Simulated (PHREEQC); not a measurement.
1.1 g of hydrous ferric oxide (600 m²/g; 0.2 weak and 0.005 strong sites per Fe, Dzombak-Morel constants, diffuse double layer) in 1 kg of water with 0.3 mol/kgw of an inert sodium salt and 7.6e-06 mol/kgw SrCl2 and 0.0056 mol/kgw Ag2SO4, at 25 °C; the pH is set by adding NaOH or the inert anion's acid. O2 is buffered at 0.21 atm. No CO2 enters from the air. No solid was allowed to form.

Computed with PHREEQC (ion-association model, wateq4f.dat).

```csv
pH,Sr sorbed (%),S sorbed (%),Ag sorbed (%)
3,0.0,15.4,0.0
4,0.0,15.3,0.0
4.5,0.0,15.0,0.1
5.5,0.0,12.0,0.5
6,0.0,9.1,0.8
7,0.0,2.3,4.7
8,0.4,0.1,16.4
8.5,0.6,0.0,20.0
9.5,0.7,0.0,21.8
10,0.8,0.0,22.0
11,1.3,0.0,22.0
```

Along this series the solution becomes supersaturated in solids that the run did not let form, among them Cerargyrite, Ag2O. The oxide is taken as insoluble; below pH 4 it would dissolve.
